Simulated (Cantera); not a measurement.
Feed: 1 mol CCl₄, 1.1 mol Si, 1 mol H₂, at 2925 K and 0.0133 bar.

Cantera equilibrium calculation (NASA polynomials, part measured and part estimated; ideal gas, pure solids and liquids). Candidate condensed phases: C, C₆H₆, C₇H₈, C₈H₁₈, Si, SiC; 109 gas species. The tables' values for SiCl, CCl, SiCl₃ are old estimates; treat these amounts as uncertain. Equilibrium is a limit: real reactors are often held back by kinetics, nucleation or transport.

Base state: Cl 0.512, H 0.166, HCl 0.107, Si 0.0937, SiC₂ 0.0623, H₂ 0.0237, SiCl 0.0104, SiCl₂ 0.00914 (mole fractions); condensed: gas only.

What changes in the equilibrium state with this change: Si from 1.1 to 0.019 mol?


| species | before | after |
|---|---|---|
| Cl | 0.512 | 0.627 |
| H | 0.166 | 0.182 |
| HCl | 0.107 | 0.143 |
| Si | 0.0937 | 0.00182 |
| SiC₂ | 0.0623 | 0.00132 |
| SiCl | 0.0104 | 0.000247 |
| H₂ | 0.0237 | 0.0283 |
| C₃ | 0.00901 | 0.0103 |
| Si₂ | 7.40e-5 | 2.79e-8 |
| Si₂C | 0.000999 | 3.93e-7 |
| SiC | 0.000257 | 5.20e-6 |
| C(graphite), mol | 0 | 0.770 |
The tables' values for SiCl, CCl are old estimates; treat these amounts as uncertain.

What changes in the equilibrium state with this change: H₂ from 1 to 0.22 mol?


```tsv
species	before	after
Cl	0.512	0.690
Si	0.0937	0.103
SiC₂	0.0623	0.0748
H	0.166	0.0439
HCl	0.107	0.0379
H₂	0.0237	0.00165
SiCl₂	0.00914	0.0182
SiCl	0.0104	0.0154
C₃	0.00901	0.0103
C₂H₂ (acetylene)	0.00108	8.22e-5
C₄H₂	2.04e-5	1.71e-6
CH	1.58e-5	4.38e-6
C₂H	0.00116	0.000336
C(graphite), mol	0	0.0366
```
The tables' values for SiCl, SiCl₃, CCl are old estimates; treat these amounts as uncertain.
